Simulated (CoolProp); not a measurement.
Carbon monoxide along the isotherm 94 K: Z from the reference equation and from simpler models built on Tc = 132.9 K, pc = 3.498 MPa, ω = 0.050; each cubic takes its own stable root.

Computed with CoolProp (reference Helmholtz-energy equation of state, Lemmon 2006). It is a short technical equation, of lower accuracy than the large ones.

```tsv
p (MPa)	phase	reference
0.0166	gas	0.9957
0.0378	gas	0.9902
0.0859	gas	0.9774
0.196	gas	0.9468
0.445	liquid	0.02165
1.01	liquid	0.04901
2.31	liquid	0.1114
5.25	liquid	0.2499
```

Problem. How far does each simpler model (Redlich-Kwong, Peng-Robinson) lie from the reference over these 8 states: mean and median of the absolute difference, and the worst?

Solution. 
- Redlich-Kwong: mean 0.4 %, median 0.1 %, worst +1.1 % at 94 K and 0.445 MPa
- Peng-Robinson: mean 5.4 %, median 5.4 %, worst -11.1 % at 94 K and 5.25 MPa
